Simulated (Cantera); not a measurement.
Input: 1 mol Cu, 0.17 mol CO, 2 mol N2, a varied amount of H2O, equilibrated at 1.50 bar.

Equilibrium computed with Cantera from the NASA thermochemical tables; the gas is ideal and each condensed phase is pure. Candidate condensed phases: C, C6H6, C7H8, C8H18, Cu, CuO, Cu(OH)2, Cu2O, H2O; 139 gas species. Kinetics and transport are ignored.

What condenses at these points (T in K, n(H2O) in mol): (1075, 0.097); (850, 0.097); (1300, 0.88); (1300, 0.023); (850, 3.8)?


```tsv
T (K)	n(H2O) in mol	condensed phases	Cu condensed (%)
1075	0.097	Cu	100.0
850	0.097	C + Cu	100.0
1300	0.88	Cu	100.0
1300	0.023	Cu	100.0
850	3.8	Cu	100.0
```
